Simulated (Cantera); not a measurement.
Feed: 1 mol Cu, 0.027 mol O2, 65 mol CO, equilibrated at 0.100 bar.

Equilibrium computed with Cantera from the NASA thermochemical tables; the gas is ideal and each condensed phase is pure. Candidate condensed phases: C, Cu, CuO, Cu2O; 15 gas species. Rates play no part.

x: gas mole fraction; n: condensed amount in mol.

| T (K) | x CO | x CO2 | x Cu | x Cu2 | n Cu(s) | n Cu(l) |
|---|---|---|---|---|---|---|
| 1273 | 0.999 | 0.000831 | 8.24e-7 | (withheld) | 1.000 | 0 |
| 1298 | 0.999 | 0.000831 | 1.50e-6 | (withheld) | 1.000 | 0 |
| 1323 | 0.999 | 0.000831 | 2.68e-6 | (withheld) | 1.000 | 0 |
| 1348 | 0.999 | 0.000831 | 4.68e-6 | (withheld) | 1.000 | 0 |
| 1373 | 0.999 | 0.000831 | 7.90e-6 | (withheld) | 0 | 0.999 |
| 1398 | 0.999 | 0.000831 | 1.30e-5 | (withheld) | 0 | 0.999 |
| 1423 | 0.999 | 0.000831 | 2.09e-5 | (withheld) | 0 | 0.999 |
| 1448 | 0.999 | 0.000831 | 3.32e-5 | (withheld) | 0 | 0.998 |
| 1473 | 0.999 | 0.000831 | 5.17e-5 | (withheld) | 0 | 0.997 |

Problem. Some entries are withheld; supply them.

Solution. 
- 1273, x Cu2: 5.17e-11
- 1298, x Cu2: 1.21e-10
- 1323, x Cu2: 2.75e-10
- 1348, x Cu2: 6.03e-10
- 1373, x Cu2: 1.25e-9
- 1398, x Cu2: 2.49e-9
- 1423, x Cu2: 4.84e-9
- 1448, x Cu2: 9.17e-9
- 1473, x Cu2: 1.70e-8
